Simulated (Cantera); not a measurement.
A closed system holds: 1 mol BCl₃, 0.27 mol H₂O, 1.2 mol H₂, held at 1452 °C and 1.00 bar.

These are equilibrium values from Cantera (NASA tables, ideal gas, pure condensed phases), not measurements of a reactor. Candidate condensed phases: B, B₂O₃, B₃O₃H₃, H₂O; 33 gas species. The tables' values for BOCl, BCl₂, BCl, BH₂ are old estimates; treat these amounts as uncertain. Gases not in the tables: BHCl₂. The numbers say what is thermodynamically allowed, not how fast it happens.

Base state: HCl 0.362, H₂ 0.360, BCl₃ 0.220, B₃O₃Cl₃ 0.0234, BOCl 0.0128, HBO 0.0115, BCl₂ 0.00598, B₂O₂ 0.00163 (mole fractions); condensed: B(s).

What changes in the equilibrium state with this change: H₂ from 1.2 to 7.9 mol?


```json
[
 {"species": "H₂", "before": "0.360", "after": "0.720"},
 {"species": "HCl", "before": "0.362", "after": "0.235"},
 {"species": "BCl₃", "before": "0.220", "after": "0.0212"},
 {"species": "B₃O₃Cl₃", "before": "0.0234", "after": "0.00131"},
 {"species": "BOCl", "before": "0.0128", "after": "0.00491"},
 {"species": "HBO", "before": "0.0115", "after": "0.0136"},
 {"species": "BCl₂", "before": "0.00598", "after": "0.00126"},
 {"species": "BCl", "before": "0.00154", "after": "0.000708"},
 {"species": "Cl", "before": "8.68e-5", "after": "3.98e-5"},
 {"species": "B(s), mol", "before": "0.122", "after": "0.511"}
]
```

What changes in the equilibrium state with this change: H₂O from 0.27 to 0.1 mol?


```
species      before     after
---------  --------  --------
HCl           0.362     0.370
H₂            0.360     0.334
BCl₃          0.220     0.263
B₃O₃Cl₃      0.0234   0.00739
HBO          0.0115   0.00713
BOCl         0.0128   0.00875
B₃O₃H₃     0.000398   9.36e-5
B₂O₃       0.000324   8.54e-5
HBO₂       0.000293  0.000116
B(s), mol     0.122     0.225
```

What changes in the equilibrium state with this change: temperature from 1452 °C to 1002 °C?


```csv
species,before,after
H₂,0.360,0.467
BCl₃,0.220,0.285
HCl,0.362,0.212
BOCl,0.0128,6.40e-5
HBO,0.0115,8.05e-5
B₃O₃Cl₃,0.0234,0.0346
BO,6.94e-5,3.28e-9
B₂O₃,0.000324,3.74e-8
B₂O₂,0.00163,2.13e-7
BCl,0.00154,1.40e-6
"B(s), mol",0.122,0
```
The tables' values for BOCl, BCl₂ are old estimates; treat these amounts as uncertain.
